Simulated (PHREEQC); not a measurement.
Solution (40 °C): 89 mmol/kgw HF, 43 mmol/kgw (NH4)2SiF6, 26.1 mmol/kgw H3BO3 and 3.2 mmol/kgw HCl. Closed to the air; pH follows from the charge balance.

All values are PHREEQC results (ion-association model, wateq4f.dat), not measurements.

This is a speciation only: nothing precipitates in the calculation.

**Question.** What pH, ionic strength does the model give?

**Answer.** pH 1.73; ionic strength 0.151 mol/kgw.

**Question.** In which forms is B present?

**Answer.** BF4- 80 %, H3BO3 15 %, BF3OH- 4.4 %, BF2(OH)2- 1.1 % of the B.

Examples of supersaturated solids here: Quartz (slow to form), Chalcedony (slow to form). Others may be too. Away from 25 °C the constants follow the database's enthalpies or fits; those with neither stay at their 25 °C values. SiF6-2 is the database's only silicon fluoride. Real BF4- forms and hydrolyses slowly; the run takes it at equilibrium.
